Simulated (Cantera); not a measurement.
Input (Python, Cantera) and output of one run.

```python
import numpy as np
import cantera as ct

gas_names = """
    H HNO HNO2 HNO3 HO2 H2 H2O H2O2 N NH NH2 NH3 NH2OH NO NO2 NO3 N2 N2H2 N2H4 N2O O OH O2 O3 Si SiH
    SiH2 SiH3 SiH4 SiN SiO SiO2 Si2 Si2N Si3
""".split()
cond_names = """
    H2O(s) H2O(L) Si(cr) Si(L) SiO2(Lqz) SiO2(hqz) SiO2(L) Si2N2O(s) Si3N4(a)
""".split()


def load(file, names, dense=False):
    # The tables refer to 1 bar. Condensed volumes are neglected.
    table = {s.name: s for s in ct.Species.list_from_file(file)}
    out = []
    for n in names:
        d = dict(table[n].input_data)
        d["thermo"] = dict(d["thermo"], **{"reference-pressure": 1e5})
        if dense:
            d["equation-of-state"] = {"model": "constant-volume", "density": "1e6 g/cm^3"}
        out.append(ct.Species.from_dict(d))
    return out


gas = ct.Solution(thermo="ideal-gas", species=load("nasa_gas.yaml", gas_names))
cond = {s.name: ct.Solution(thermo="fixed-stoichiometry", species=[s], name=s.name)
        for s in load("nasa_condensed.yaml", cond_names, dense=True)}
atoms = {
    'SiO2': {'Si': 1, 'O': 2},
    'H2': {'H': 2},
    'N2': {'N': 2},
}
top_T = {'Si2N2O(s)': 2100, 'Si3N4(a)': 2400}  # K; cautious upper limits of use, not melting points


def equilibrate(T, P, feed):
    n = {}
    for name, mol in feed.items():
        for a, k in atoms[name].items():
            n[a] = n.get(a, 0.0) + k * mol
    gas.TPX = T, P, n
    mass = sum(n.values()) * gas.mean_molecular_weight
    gas.equilibrate("TP")
    valid = [c for c in cond.values() if c.min_temp <= T <= top_T.get(c.name, c.max_temp)]
    mix = ct.Mixture([(gas, mass / gas.mean_molecular_weight)] + [(c, 0.0) for c in valid])
    mix.T, mix.P = T, P
    mix.equilibrate("TP", solver="vcs", rtol=1e-11, max_steps=5000)
    return mix


results = []
feed = {'SiO2': 1, 'H2': 8.8, 'N2': 1.9}  # mol
P = 210  # Pa
for T in [773, 823, 873, 923, 973, 1023, 1073, 1123, 1173, 1223, 1273, 1323, 1373, 1423]:
    mix = equilibrate(T, P, feed)
    results.append((T, P, feed, dict(zip(mix.species_names, mix.species_moles))))
    x = sorted(zip(gas.X, gas.species_names), reverse=True)
    print(f"T = {T:g} K  P = {P:g} Pa  gas = {mix.phase_moles(0):.4g} mol")
    print("   x: " + "  ".join(f"{s} {v:.3e}" for v, s in x if v > 0.001))
    print("   condensed (mol): " + ("  ".join(f"{mix.phase(i).name} {mix.phase_moles(i):.4g}"
          for i in range(1, mix.n_phases) if mix.phase_moles(i) > 1e-12) or "none"))
```

It prints:

```
T = 773 K  P = 210 Pa  gas = 10.7 mol
   x: H2 8.224e-01  N2 1.776e-01
   condensed (mol): SiO2(Lqz) 1  Si2N2O(s) 6.884e-06
T = 823 K  P = 210 Pa  gas = 10.7 mol
   x: H2 8.224e-01  N2 1.776e-01
   condensed (mol): SiO2(Lqz) 1  Si2N2O(s) 1.046e-05
T = 873 K  P = 210 Pa  gas = 10.7 mol
   x: H2 8.224e-01  N2 1.776e-01
   condensed (mol): SiO2(hqz) 1  Si2N2O(s) 1.503e-05
T = 923 K  P = 210 Pa  gas = 10.7 mol
   x: H2 8.224e-01  N2 1.776e-01
   condensed (mol): SiO2(hqz) 1  Si2N2O(s) 2.068e-05
T = 973 K  P = 210 Pa  gas = 10.7 mol
   x: H2 8.224e-01  N2 1.776e-01
   condensed (mol): SiO2(hqz) 0.9999  Si2N2O(s) 2.745e-05
T = 1023 K  P = 210 Pa  gas = 10.7 mol
   x: H2 8.224e-01  N2 1.776e-01
   condensed (mol): SiO2(hqz) 0.9999  Si2N2O(s) 3.538e-05
T = 1073 K  P = 210 Pa  gas = 10.7 mol
   x: H2 8.224e-01  N2 1.776e-01
   condensed (mol): SiO2(hqz) 0.9999  Si2N2O(s) 4.446e-05
T = 1123 K  P = 210 Pa  gas = 10.7 mol
   x: H2 8.224e-01  N2 1.776e-01
   condensed (mol): SiO2(hqz) 0.9999  Si2N2O(s) 5.462e-05
T = 1173 K  P = 210 Pa  gas = 10.7 mol
   x: H2 8.224e-01  N2 1.776e-01
   condensed (mol): SiO2(hqz) 0.9999  Si2N2O(s) 6.532e-05
T = 1223 K  P = 210 Pa  gas = 10.7 mol
   x: H2 8.224e-01  N2 1.776e-01
   condensed (mol): SiO2(hqz) 0.9998  Si2N2O(s) 7.278e-05
T = 1273 K  P = 210 Pa  gas = 10.7 mol
   x: H2 8.224e-01  N2 1.776e-01
   condensed (mol): SiO2(hqz) 0.9998  Si2N2O(s) 5.246e-05
T = 1323 K  P = 210 Pa  gas = 10.7 mol
   x: H2 8.223e-01  N2 1.776e-01
   condensed (mol): SiO2(hqz) 0.9995
T = 1373 K  P = 210 Pa  gas = 10.7 mol
   x: H2 8.222e-01  N2 1.775e-01
   condensed (mol): SiO2(hqz) 0.9988
T = 1423 K  P = 210 Pa  gas = 10.7 mol
   x: H2 8.218e-01  N2 1.775e-01
   condensed (mol): SiO2(hqz) 0.9973
```

Equilibrium computed with Cantera from the NASA thermochemical tables; the gas is ideal and each condensed phase is pure. N2 is the only nitrogen source here; it is nearly inert below about 1500 K, so the nitride shown seldom forms there in practice. Mutual solubility and eutectic melting of coexisting phases are not modelled. The tables hold silica as quartz up to 1696 K and as liquid above; real silica turns to tridymite and cristobalite and melts near 1996 K.
